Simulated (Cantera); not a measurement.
An adiabatic, constant-volume homogeneous reactor starts with C3H8 : O2 : N2 = 1 : 10.6 : 40 (molar parts), equivalence ratio 0.47, at 1350 K and 3.60 bar. Integrator tolerance rtol = 1e-08.

Computed with Cantera and GRI-Mech 3.0 (53 species, 325 reactions). GRI-Mech 3.0 was tuned for natural gas; its chemistry of propane as a main component is partial and can be far from experiment.

Task: What does this change do: initial temperature 1350 to 1223 K?

Result: 
```
quantity                                                              before                                      after
---------------------------------  -----------------------------------------  -----------------------------------------
time of steepest temperature rise                                   0.207 ms                                    1.79 ms
temperature at 9.00 s                                                 2521 K                                     2436 K
equilibrium temperature                                               2521 K                                     2436 K
x(C3H8) at 9.00 s                      <1e-12 (gas-phase equilibrium <1e-12)      <1e-12 (gas-phase equilibrium <1e-12)
x(O2) at 9.00 s                        0.0971 (gas-phase equilibrium 0.0971)      0.0984 (gas-phase equilibrium 0.0984)
x(NO) at 9.00 s                        0.0159 (gas-phase equilibrium 0.0159)      0.0137 (gas-phase equilibrium 0.0137)
x(NO2) at 9.00 s                     2.46e-5 (gas-phase equilibrium 2.46e-5)    2.42e-5 (gas-phase equilibrium 2.42e-5)
x(HCO) at 9.00 s                   6.59e-10 (gas-phase equilibrium 6.59e-10)  2.64e-10 (gas-phase equilibrium 2.64e-10)
x(CH2CO) at 9.00 s                     <1e-12 (gas-phase equilibrium <1e-12)      <1e-12 (gas-phase equilibrium <1e-12)
x(CH4) at 9.00 s                       <1e-12 (gas-phase equilibrium <1e-12)      <1e-12 (gas-phase equilibrium <1e-12)
```

Task: What does this change do: C3H8 1 to 0.47 parts?

Result: 
```json
[
 {"quantity": "time of steepest temperature rise", "before": "0.207 ms", "after": "0.190 ms"},
 {"quantity": "temperature at 9.00 s", "before": "2521 K", "after": "1988 K"},
 {"quantity": "equilibrium temperature", "before": "2521 K", "after": "1988 K"},
 {"quantity": "x(C3H8) at 9.00 s", "before": "<1e-12 (gas-phase equilibrium <1e-12)", "after": "<1e-12 (gas-phase equilibrium <1e-12)"},
 {"quantity": "x(O2) at 9.00 s", "before": "0.0971 (gas-phase equilibrium 0.0971)", "after": "0.157 (gas-phase equilibrium 0.157)"},
 {"quantity": "x(NO) at 9.00 s", "before": "0.0159 (gas-phase equilibrium 0.0159)", "after": "0.00636 (gas-phase equilibrium 0.00636)"},
 {"quantity": "x(NO2) at 9.00 s", "before": "2.46e-5 (gas-phase equilibrium 2.46e-5)", "after": "2.23e-5 (gas-phase equilibrium 2.23e-5)"},
 {"quantity": "x(HCO) at 9.00 s", "before": "6.59e-10 (gas-phase equilibrium 6.59e-10)", "after": "<1e-12 (gas-phase equilibrium <1e-12)"},
 {"quantity": "x(CH2CO) at 9.00 s", "before": "<1e-12 (gas-phase equilibrium <1e-12)", "after": "<1e-12 (gas-phase equilibrium <1e-12)"},
 {"quantity": "x(CH4) at 9.00 s", "before": "<1e-12 (gas-phase equilibrium <1e-12)", "after": "<1e-12 (gas-phase equilibrium <1e-12)"}
]
```
